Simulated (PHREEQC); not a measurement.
Alkaline etch or developer (model solution)

Consider water at 50 °C with 0.016 mol CsOH, 0.00087 mol NaAlO2, 0.11 mol (CH3)4NCl and 0.083 mol MnCl2 per kg of water. Closed to the air; pH follows from the charge balance.

The numbers come from PHREEQC with the ion-association model, wateq4f.dat.

No solid was allowed to form.

Problem. What pH does the model give?

Solution. pH 9.66.

Problem. In which forms is Cl present?

Solution. Cl- 94 %, MnCl+ 5.2 %, MnCl2 0.5 % of the Cl.

Examples of supersaturated solids here: Boehmite (slow to form), Gibbsite (slow to form). Others may be too. (CH3)4N+ isn't in the database: it is added as a free cation with an ion size of 4 Å. Away from 25 °C the constants follow the database's enthalpies or fits; those with neither stay at their 25 °C values.
